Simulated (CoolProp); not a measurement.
Saturated liquid density (kg/m³) of carbon dioxide: the reference equation beside estimates from Tc = 304.1 K, pc = 7377 kPa, ω = 0.224.

The numbers come from the reference Helmholtz-energy equation of state, Span 1996 in CoolProp.

```
T (K)  reference  Redlich-Kwong  Peng-Robinson
-----  ---------  -------------  -------------
221.8       1160           1028           1209
225.8       1145           1012           1191
229.9       1129          995.0           1173
233.9       1113          977.8           1154
237.9       1097          960.1           1135
242         1081          941.2           1114
246         1064          922.2           1092
250         1046          902.4           1069
254         1028          881.8           1046
258.1       1008          859.9           1020
```

Absolute difference from the reference over all 10 rows, mean and median: Redlich-Kwong 12.8 and 12.7 %, Peng-Robinson 3.0 and 3.3 %.
